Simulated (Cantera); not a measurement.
**Boron, boron nitride and boron oxide: B + O2 + H2**

Feed: 1 mol B, 0.075 mol O2, 79 mol H2, held at 2027 °C and 10.0 mbar.

These are equilibrium values from Cantera (NASA tables, ideal gas, pure condensed phases), not measurements of a reactor. Candidate condensed phases: B, B2O3, B3O3H3, H2O; 23 gas species. The tables' values for BH2 are old estimates; treat these amounts as uncertain. Kinetics and transport are ignored.

x(H2): 0.903
x(H): 0.0920
x(BH2): 0.00188
x(B): 0.00101
x(BO): 0.000947
x(HBO): 0.000830
x(BH): 8.46e-5
x(B2O): 2.68e-5
x(BH3): 6.00e-6
n(B(s)): 0.600 mol
gas amount: 83.02 mol
